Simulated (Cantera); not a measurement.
What does this Cantera script print?

```python
import numpy as np
import cantera as ct

gas_names = """
    CL CL2 H HCL H2 Si SiCL SiCL2 SiCL3 SiCL4 SiH SiHCL3 SiH2 SiH2CL2 SiH3 SiH3CL SiH4 Si2 Si3
""".split()
cond_names = """
    Si(cr) Si(L)
""".split()


# ... load() reads the species with a 1 bar reference pressure and builds the phases ...
atoms = {
    'SiCl4': {'Si': 1, 'CL': 4},
    'H2': {'H': 2},
}
top_T = {}  # K; cautious upper limits of use, not melting points


# ... equilibrate(T, P, feed) seeds the gas with the atoms and calls Mixture.equilibrate('TP', solver="vcs", rtol=1e-11, max_steps=5000) ...
results = []
feed = {'SiCl4': 1, 'H2': 9.5}  # mol
P = 310000  # Pa
for T in [775, 875, 975, 1075, 1175, 1275, 1375, 1475]:
    mix = equilibrate(T, P, feed)
    results.append((T, P, feed, dict(zip(mix.species_names, mix.species_moles))))

top = {s: max(r[3][s] / sum(r[3][g] for g in gas_names) for r in results) for s in gas_names}
cols = sorted((s for s in top if top[s] > 0.001), key=lambda s: -top[s])[:7]
seen = [c for c in cond_names if any(r[3].get(c, 0) > 1e-12 for r in results)]
print("log10 of partial pressures in bar; condensed amounts in mol")
print(f"{'T/K':>10s}" + "".join(f"{s[:9]:>10s}" for s in cols + seen))
for T, P, feed, n in results:
    ng = sum(n[g] for g in gas_names)
    print(f"{T:10.4g}" + "".join(f"{np.log10(max(n[s] / ng * P / 1e5, 1e-99)):10.3f}" for s in cols)
          + "".join(f"{n.get(c, 0):10.4g}" for c in seen))
```

Output:

```
log10 of partial pressures in bar; condensed amounts in mol
       T/K        H2       HCL     SiCL4    SiHCL3     SiCL2     SiCL3   SiH2CL2
       775     0.444    -1.651    -0.564    -1.657    -7.814    -5.265    -3.863
       875     0.442    -1.399    -0.592    -1.411    -6.028    -4.191    -3.270
       975     0.438    -1.204    -0.630    -1.230    -4.622    -3.352    -2.811
      1075     0.434    -1.050    -0.678    -1.100    -3.498    -2.688    -2.454
      1175     0.429    -0.918    -0.738    -1.019    -2.599    -2.163    -2.192
      1275     0.422    -0.790    -0.814    -0.996    -1.907    -1.767    -2.035
      1375     0.413    -0.658    -0.922    -1.046    -1.413    -1.499    -2.000
      1475     0.402    -0.532    -1.083    -1.174    -1.085    -1.350    -2.069
```

Equilibrium computed with Cantera from the NASA thermochemical tables; the gas is ideal and each condensed phase is pure. The tables' values for SiCl3 are old estimates; treat these amounts as uncertain.
